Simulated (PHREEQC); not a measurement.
Consider water at 25 °C with 0.013 mol CuSO4, 0.00039 mol HCl and 0.03 mol Na2SO4 per kg of water. Closed to the air; pH follows from the charge balance.

Model: ion-association model, wateq4f.dat, run in PHREEQC.

No solid was allowed to form.

Task: Predict the pH, ionic strength.

Result: pH 3.84; ionic strength 0.110 mol/kgw.

Task: In which forms is Na present?

Result: Na+ 94 %, NaSO4- 5.6 % of the Na.
